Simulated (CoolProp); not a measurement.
Vapour-liquid equilibrium of R1234yf (1) + R1234ze(E) (2) at -8.65 °C; x and y are mole fractions of (1).

Values from CoolProp's multi-fluid Helmholtz-energy mixture model, Lemmon 2022 and Thol 2016; pair parameters Bell 2022.

| x | bubble pressure (kPa) | y at the bubble point | dew pressure at overall composition x (kPa) | liquid density (mol/L) |
|---|---|---|---|---|
| 0.05 | 160.2 | 0.075 | 158.6 | 11.07 |
| 0.15 | 168.8 | 0.211 | 164.9 | 11.01 |
| 0.25 | 177.0 | 0.331 | 171.4 | 10.96 |
| 0.35 | 184.8 | 0.441 | 178.3 | 10.91 |
| 0.45 | [?] | 0.542 | 185.5 | [?] |
| 0.55 | 199.9 | [?] | [?] | 10.80 |
| 0.65 | 207.2 | 0.725 | 201.0 | 10.75 |
| 0.75 | 214.6 | 0.809 | 209.4 | 10.69 |
| 0.85 | 221.9 | 0.889 | 218.3 | 10.63 |
| 0.95 | 229.3 | 0.964 | 227.9 | 10.58 |

Q: Complete the blanks.

A: 
- 0.45, bubble pressure (kPa): 192.4
- 0.45, liquid density (mol/L): 10.86
- 0.55, y at the bubble point: 0.636
- 0.55, dew pressure at overall composition x (kPa): 193.0

No azeotrope shows between x = 0.05 and 0.95.

Pair parameters are fitted to limited data, so mixtures are less certain than the pure fluids.
